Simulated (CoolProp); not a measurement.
Computed with CoolProp (reference Helmholtz-energy equation of state, Lemmon 2006). It is a short technical equation, of lower accuracy than the large ones.

### Question
For carbonyl sulfide, give the phase and the cv (kJ/(kg K)), Joule-Thomson coefficient (K/MPa) at 347.8 K and 0.233 MPa.

### Answer
- 347.8 K and 0.233 MPa: gas; cv 0.596, Joule-Thomson coefficient 13.9
